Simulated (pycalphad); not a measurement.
An equivalent pycalphad script:

```python
from pycalphad import Database, equilibrium, calculate, variables as v
import numpy as np
db = Database('COST507.tdb')
comps = ['AL', 'FE', 'SI', 'VA']
phases = ['AL13FE4', 'AL2FE', 'AL5FE2', 'AL5FE4', 'ALFESI_ALPHA', 'ALFESI_BETA', 'ALFESI_DELTA', 'ALFESI_GAMMA', 'ALFESI_TAU1', 'ALFESI_TAU3', 'BCC_B2', 'DIAMOND_A4', 'FCC_A1', 'FE2SI', 'FE5SI3', 'FESI', 'FESI2_H', 'FESI2_L', 'LIQUID']
eq = equilibrium(db, comps, phases, {v.X('FE'): 0.0032, v.X('SI'): 0.0769, v.T: np.arange(1850, 499, -40), v.P: 101325, v.N: 1}, output=['HM', 'SM'])
```

Source of the numbers: pycalphad with the COST 507 light-alloy database (1999); pressure 1 atm. The database dates from 1999; later assessments differ in places, in temperatures and in the compounds included. Amounts are mole fractions of atoms.

Results at three of the temperatures:

```
T = 1730.00 K, P = 101325 Pa, N = 1 mol of atoms
G = -106231 J/mol, H = 55510 J/mol, S = 93.49 J/(mol K)  (SER reference)
chemical potentials (J/mol): Al -104593, Fe -235769, Si -120435
phase             fraction      x(Al)      x(Fe)      x(Si)
LIQUID              1.0000     0.9199     0.0032     0.0769
```

```
T = 1130.00 K, P = 101325 Pa, N = 1 mol of atoms
G = -53868 J/mol, H = 36656 J/mol, S = 80.11 J/(mol K)  (SER reference)
chemical potentials (J/mol): Al -53336, Fe -169773, Si -55411
phase             fraction      x(Al)      x(Fe)      x(Si)
LIQUID              1.0000     0.9199     0.0032     0.0769
```

```
T = 610.00 K, P = 101325 Pa, N = 1 mol of atoms
G = -20350 J/mol, H = 7798 J/mol, S = 46.14 J/(mol K)  (SER reference)
chemical potentials (J/mol): Al -20463, Fe -135625, Si -14194
phase             fraction      x(Al)      x(Fe)      x(Si)
FCC_A1              0.9059     0.9990   3.35e-07     0.0010
DIAMOND_A4          0.0728   1.66e-09       none     1.0000
ALFESI_BETA         0.0213     0.7000     0.1500     0.1500
```

Changes of the phase set, refined by bisection:

| T (K) | phases above | phases below |
|---|---|---|
| 881.5 | liquid | fcc + liquid |
| 867.9 | fcc + liquid | ALFESI_BETA + fcc + liquid |
| 848.9 | ALFESI_BETA + fcc + liquid | ALFESI_BETA + diamond (Si) + fcc |

Database names, with the compositions (at.%) that they take in these runs: ALFESI_BETA: Al 70 Fe 15 Si 15. FCC_A1 is fcc; DIAMOND_A4 is diamond (Si). An entry "none" or "no" means that the model of the phase leaves that element out.
